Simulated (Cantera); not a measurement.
An adiabatic, constant-pressure homogeneous reactor starts with CH4 : O2 : N2 = 1 : 2.15 : 8.09 (molar parts), at 1350 K and 0.840 bar. Integrator tolerance rtol = 1e-08.

Cantera simulation using GRI-Mech 3.0 (53 species, 325 reactions); the numbers are that mechanism's predictions, not measurements.

Task: What does this change do: pressure from 0.840 bar to 1.01 bar?

Result: 
```tsv
quantity	before	after
time of steepest temperature rise	6.92 ms	6.00 ms
temperature at 0.300 s	2646 K	2657 K
equilibrium temperature	2646 K	2657 K
x(CH4) at 0.300 s	<1e-12 (gas-phase equilibrium <1e-12)	<1e-12 (gas-phase equilibrium <1e-12)
x(O2) at 0.300 s	0.0242 (gas-phase equilibrium 0.0242)	0.0238 (gas-phase equilibrium 0.0238)
x(CH2O) at 0.300 s	1.24e-10 (gas-phase equilibrium 1.24e-10)	1.42e-10 (gas-phase equilibrium 1.42e-10)
x(N2O) at 0.300 s	4.47e-7 (gas-phase equilibrium 4.47e-7)	4.97e-7 (gas-phase equilibrium 4.97e-7)
x(C2H) at 0.300 s	<1e-12 (gas-phase equilibrium <1e-12)	<1e-12 (gas-phase equilibrium <1e-12)
x(CH2) at 0.300 s	<1e-12 (gas-phase equilibrium <1e-12)	<1e-12 (gas-phase equilibrium <1e-12)
```
